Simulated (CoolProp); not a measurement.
Vapour-liquid equilibrium of R1234yf (1) + R134a (2) at 0.218 MPa; x and y are mole fractions of (1).

Values from CoolProp's multi-fluid Helmholtz-energy mixture model, Lemmon 2022 and Tillner-Roth 1994; pair parameters Bell 2022.

| x | bubble temperature (°C) | y at the bubble point | dew temperature at overall composition x (°C) | liquid density (mol/L) |
|---|---|---|---|---|
| 0.05 | -8.4 | 0.066 | -8.3 | 12.80 |
| 0.125 | -9.0 | 0.157 | -8.8 | 12.60 |
| 0.2 | ___ | 0.239 | -9.3 | ___ |
| 0.275 | -10.0 | ___ | -9.8 | 12.21 |
| 0.35 | -10.3 | 0.387 | -10.2 | 12.02 |
| 0.425 | -10.6 | 0.456 | -10.5 | 11.83 |
| 0.5 | -10.8 | 0.523 | -10.8 | ___ |
| 0.575 | -11.0 | 0.589 | -10.9 | 11.49 |
| 0.65 | -11.0 | 0.655 | -11.0 | 11.32 |
| 0.725 | -11.0 | 0.723 | -11.0 | 11.16 |
| 0.8 | -11.0 | 0.793 | -11.0 | 11.00 |
| 0.875 | -10.9 | 0.866 | -10.8 | 10.84 |
| 0.95 | -10.7 | 0.944 | -10.6 | 10.69 |

Q: Complete the blanks.

A: 
- 0.2, bubble temperature (°C): -9.5
- 0.2, liquid density (mol/L): 12.40
- 0.275, y at the bubble point: 0.316
- 0.5, liquid density (mol/L): 11.66

y crosses x between x = 0.65 and 0.725: the model has an azeotrope there.

The pair parameters rest on a limited set of measurements; away from them the model extrapolates.
